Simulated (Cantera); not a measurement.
An adiabatic, constant-volume homogeneous reactor starts with CH₄ : O₂ : N₂ = 1 : 6.06 : 22.8 (molar parts), at 1373 K and 1.00 atm. Integrator tolerance rtol = 1e-08.

Cantera simulation using GRI-Mech 3.0 (53 species, 325 reactions); the numbers are that mechanism's predictions, not measurements.

Problem. What does this change do: initial temperature 1373 to 1300 K?

Solution. 
```tsv
quantity	before	after
time of steepest temperature rise	2.80 ms	6.58 ms
temperature at 0.600 s	2228 K	2174 K
equilibrium temperature	2228 K	2172 K
x(CH₄) at 0.600 s	<1e-12 (gas-phase equilibrium <1e-12)	<1e-12 (gas-phase equilibrium <1e-12)
x(O₂) at 0.600 s	0.130 (gas-phase equilibrium 0.130)	0.131 (gas-phase equilibrium 0.130)
x(CH₃) at 0.600 s	<1e-12 (gas-phase equilibrium <1e-12)	<1e-12 (gas-phase equilibrium <1e-12)
x(NO) at 0.600 s	0.0103 (gas-phase equilibrium 0.0104)	0.00866 (gas-phase equilibrium 0.00919)
x(N₂O) at 0.600 s	7.27e-7 (gas-phase equilibrium 7.27e-7)	6.53e-7 (gas-phase equilibrium 6.54e-7)
```
